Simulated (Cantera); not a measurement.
A freely propagating, adiabatic, planar premixed flame of H₂ : O₂ : N₂ = 1 : 0.685 : 2.58 (molar parts), unburnt at 450 K and 150 Torr; mixture-averaged transport, grid criteria slope 0.08 and curve 0.16, no radiation.

Model: the H2/O2 subset of GRI-Mech 3.0, which has no nitrogen chemistry, integrated in Cantera. Burning velocities carry a grid error of a few per cent, more on coarse grids.

x: mole fraction of selected species; z is measured from the peak of heat release.

```
z (mm)  T (K)  u (m/s)    x H₂    x O₂      x H      x OH  x H₂O₂    x HO₂
------  -----  -------  ------  ------  -------  --------  ------  -------
-9.96     450     3.00   0.234   0.161    <1e-8     <1e-8   <1e-8    <1e-8
-6.64     450     3.00   0.234   0.161    <1e-8     <1e-8   <1e-8    <1e-8
-4.98     450     3.00   0.234   0.161    <1e-8     <1e-8   <1e-8    <1e-8
-3.32     450     3.00   0.234   0.161    <1e-8     <1e-8   <1e-8  5.45e-8
-1.66     459     3.04   0.231   0.161  4.27e-5   2.36e-5       ?  9.46e-5
-0.830    656     4.25   0.199   0.157  0.00456  0.000570       ?  7.37e-5
0        1064     6.68   0.102   0.121   0.0320   0.00240       ?  2.80e-5
0.830    1344     8.36  0.0327  0.0720   0.0459   0.00701       ?  1.38e-5
1.66     1474     9.11  0.0235  0.0619   0.0400   0.00938       ?  1.01e-5
3.32     1616     9.90  0.0218  0.0580   0.0295    0.0117       ?  7.65e-6
6.64     1759     10.7  0.0191  0.0549   0.0194    0.0134       ?  5.64e-6
13.3     1890     11.4  0.0150  0.0524   0.0112    0.0138       ?  3.96e-6
26.6     2004     11.9  0.0101  0.0504  0.00532    0.0127       ?  2.63e-6
```

Task: Fill in the missing entries.

Result: 
- -1.66, x H₂O₂: 3.56e-6
- -0.830, x H₂O₂: 1.15e-5
- 0, x H₂O₂: 1.36e-6
- 0.830, x H₂O₂: 1.57e-6
- 1.66, x H₂O₂: 1.09e-6
- 3.32, x H₂O₂: 5.91e-7
- 6.64, x H₂O₂: 3.01e-7
- 13.3, x H₂O₂: 1.66e-7
- 26.6, x H₂O₂: 1.01e-7
